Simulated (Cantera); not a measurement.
A closed system holds: 1 mol TiO2, 49 mol H2, equilibrated at 1198 K and 750 Torr.

Method: chemical equilibrium by Gibbs-energy minimisation in Cantera with the NASA 1993 tables (ideal gas, pure condensed phases). Candidate condensed phases: H2O, Ti, TiO, TiO2, Ti2O3, Ti3O5, Ti4O7; 12 gas species. Mutual solubility and eutectic melting of coexisting phases are not modelled. Condensed phases not in the tables: Magnéli phases beyond Ti4O7. The numbers say what is thermodynamically allowed, not how fast it happens.

Base state: H2 0.999, H2O 0.00104 (mole fractions); condensed: TiO2(rutile) + Ti4O7(s).

Problem. What changes in the equilibrium state with this change: 0.07 mol CO2 added?

Solution. 
| species | before | after |
|---|---|---|
| H2 | 0.999 | 0.997 |
| H2O | 0.00104 | 0.00171 |
| CO | 0 | 0.00114 |
| CH4 | 0 | 0.000282 |
| TiO2(rutile), mol | 0.797 | 1.00 |
| Ti4O7(s), mol | 0.0509 | 0 |
Further candidate phases: C, C6H6, C7H8, C8H18, TiC.
